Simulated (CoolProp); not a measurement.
Vapour pressure (MPa) of dodecamethylcyclohexasiloxane (D6): the reference equation beside estimates from Tc = 645.8 K, pc = 0.9614 MPa, ω = 0.736.

The numbers come from the reference Helmholtz-energy equation of state, Colonna 2008 in CoolProp. It is a short technical equation, of lower accuracy than the large ones.

```
T (K)  reference  Lee-Kesler  van der Waals  Redlich-Kwong  Soave-Redlich-Kwong  Peng-Robinson
-----  ---------  ----------  -------------  -------------  -------------------  -------------
479.7    0.03959     0.03981         0.2592         0.1361              0.04020        0.04121
494      0.05740     0.05787         0.2987         0.1705              0.05863        0.05964
508.2    0.08087     0.08172         0.3415         0.2102              0.08307        0.08394
522.5     0.1116      0.1130         0.3883         0.2562               0.1152         0.1158
536.8     0.1509      0.1529         0.4391         0.3087               0.1563         0.1565
551       0.1999      0.2026         0.4933         0.3676               0.2078         0.2072
565.3     0.2612      0.2648         0.5520         0.4342               0.2719         0.2706
579.6     0.3367      0.3410         0.6148         0.5084               0.3503         0.3482
593.8     0.4283      0.4330         0.6814         0.5901               0.4444         0.4415
608.1     0.5402      0.5450         0.7527         0.6806               0.5575         0.5542
```

Absolute difference from the reference over all 10 rows, mean and median: Lee-Kesler 1.1 and 1.2 %, van der Waals 217.5 and 168.9 %, Redlich-Kwong 110.0 and 94.2 %, Soave-Redlich-Kwong 3.2 and 3.4 %, Peng-Robinson 3.6 and 3.7 %.
